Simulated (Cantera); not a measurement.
A perfectly stirred reactor is fed with CH₄ : N₂ = 1 : 5.5 (molar parts), at 0.00957 atm; it is held at 1175 K, and followed from long to short residence time.

Model: GRI-Mech 3.0 (53 species, 325 reactions), integrated in Cantera. GRI-Mech 3.0 stops at C3 and has no aromatics, soot or wall deposition, so with more carbon than oxygen in the feed, carbon stays in small species such as C2H2 where larger ones or solid carbon would form. Radical loss at walls, strong at low pressure, is not modelled.

Task: What does this change do: temperature 1175 to 1675 K?

Result: 
| quantity | before | after |
|---|---|---|
| x(CH₄) at τ = 19.0 s | 0.154 | 0.00932 |
| x(CH₂) at τ = 19.0 s | <1e-12 | 4.17e-7 |
| x(C₂H) at τ = 19.0 s | <1e-12 | 4.74e-7 |
| x(C₂H₂) at τ = 19.0 s | 1.83e-8 | 0.0624 |
| x(H₂) at τ = 19.0 s | 3.60e-6 | 0.187 |
| x(CH₄) at τ = 0.160 s | 0.154 | 0.112 |
| x(CH₂) at τ = 0.160 s | <1e-12 | 9.15e-7 |
| x(C₂H) at τ = 0.160 s | <1e-12 | 5.86e-8 |
| x(C₂H₂) at τ = 0.160 s | <1e-12 | 0.0139 |
| x(H₂) at τ = 0.160 s | 1.86e-8 | 0.0497 |

Task: What does this change do: temperature 1175 to 1798 K?

Result: 
```tsv
quantity	before	after
x(CH₄) at τ = 19.0 s	0.154	0.00299
x(CH₂) at τ = 19.0 s	<1e-12	1.24e-6
x(C₂H) at τ = 19.0 s	<1e-12	2.49e-6
x(C₂H₂) at τ = 19.0 s	1.83e-8	0.0650
x(H₂) at τ = 19.0 s	3.60e-6	0.195
x(CH₄) at τ = 0.160 s	0.154	0.0619
x(CH₂) at τ = 0.160 s	<1e-12	3.51e-6
x(C₂H) at τ = 0.160 s	<1e-12	6.43e-7
x(C₂H₂) at τ = 0.160 s	<1e-12	0.0370
x(H₂) at τ = 0.160 s	1.86e-8	0.116
```
